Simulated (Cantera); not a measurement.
Equilibrium for oxide etching and cleaning by halides: TiO₂ + Cl₂ + N₂

Feed: 1 mol TiO₂, 18 mol Cl₂, 1.5 mol N₂, at 4.00 mbar.

Cantera equilibrium calculation (NASA polynomials, part measured and part estimated; ideal gas, pure solids and liquids). Candidate condensed phases: Ti, TiCl₂, TiCl₃, TiCl₄, TiN, TiO, TiO₂, Ti₂O₃, Ti₃O₅, Ti₄O₇; 21 gas species. Condensed phases not in the tables: TiOCl. Kinetics and transport are ignored.

| T (°C) | log p Cl₂ | log p Cl | log p N₂ | log p TiCl₄ | log p O₂ | n TiO₂(rutile) |
|---|---|---|---|---|---|---|
| 475 | -2.43 | -6.81 | -3.51 | -7.14 | -7.14 | 1.000 |
| 525 | -2.43 | -6.27 | -3.51 | -6.74 | -6.74 | 0.999 |
| 575 | -2.43 | -5.79 | -3.51 | -6.40 | -6.40 | 0.998 |
| 625 | -2.43 | -5.36 | -3.51 | -6.09 | -6.09 | 0.996 |
| 675 | -2.43 | -4.98 | -3.51 | -5.82 | -5.82 | 0.993 |
| 725 | -2.44 | -4.64 | -3.51 | -5.58 | -5.58 | 0.987 |
| 775 | -2.44 | -4.33 | -3.51 | -5.36 | -5.36 | 0.979 |
| 825 | -2.44 | -4.05 | -3.52 | -5.16 | -5.16 | 0.966 |
| 875 | -2.45 | -3.80 | -3.52 | -4.99 | -4.99 | 0.949 |
| 925 | -2.47 | -3.57 | -3.53 | -4.84 | -4.84 | 0.926 |
| 975 | -2.49 | -3.36 | -3.54 | -4.70 | -4.71 | 0.898 |
| 1025 | -2.52 | -3.18 | -3.55 | -4.60 | -4.60 | 0.865 |
| 1075 | -2.57 | -3.01 | -3.57 | -4.51 | -4.51 | 0.829 |
| 1125 | -2.63 | -2.87 | -3.59 | -4.46 | -4.46 | 0.794 |
log p: log10 of the partial pressure in bar; n: condensed amount in mol.

From 475 °C to 1125 °C the condensed part is TiO₂(rutile). The main Ti-bearing gas is TiCl₄ throughout. The share of Ti in condensed phases is highest at 475 °C (100.0 %) and lowest at 1125 °C (79.4 %).
